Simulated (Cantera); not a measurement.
Mixture: H2 : O2 : N2 : NO = 1 : 0.549 : 2.07 : 0.0088 (molar parts), at 4.40 bar, adiabatic and at constant pressure. Ignition delay is the time to a rise of 400 K.

Cantera simulation using GRI-Mech 3.0 (53 species, 325 reactions); the numbers are that mechanism's predictions, not measurements. The hydrogen kinetics of GRI-Mech 3.0 are dated; newer H2 mechanisms differ, most at raised pressure. The mechanism lacks 2 NO + O2 → 2 NO2 and HONO, so NO2 and the effect of NO are under-described below about 1400 K. Where the delays flatten at high temperature, the 400 K rule measures the pace of heat release, not the induction time.

**Question.** Predict: delay at 1248 K; delay at 1348 K; delay at 1448 K; delay at 1548 K; delay at 1648 K; delay at 1748 K.

**Answer.** delay at 1248 K: 9.82 µs
delay at 1348 K: 5.69 µs
delay at 1448 K: 3.84 µs
delay at 1548 K: 2.85 µs
delay at 1648 K: 2.29 µs
delay at 1748 K: 1.96 µs
